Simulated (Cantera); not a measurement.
Charge: 1 mol SiF4, a varied amount of NH3, held at 1150 °C and 0.730 bar.

Method: chemical equilibrium by Gibbs-energy minimisation in Cantera with the NASA 1993 tables (ideal gas, pure condensed phases). Candidate condensed phases: Si, Si3N4; 37 gas species. Kinetics and transport are ignored.

Task: What share of the Si ends up in condensed phases as a function of n(NH3) (mol), at 0.27, 0.49, 0.88, 1.6, 2.9, 5.2, 9.3, 17, 30?

Result: 
| n(NH3) (mol) | Si condensed (%) | as |
|---|---|---|
| 0.27 | 0.0 | - |
| 0.49 | 0.0 | - |
| 0.88 | 0.0 | - |
| 1.6 | 0.0 | - |
| 2.9 | 0.0 | - |
| 5.2 | 0.1 | Si3N4(s) |
| 9.3 | 0.7 | Si3N4(s) |
| 17 | 1.7 | Si3N4(s) |
| 30 | 3.3 | Si3N4(s) |
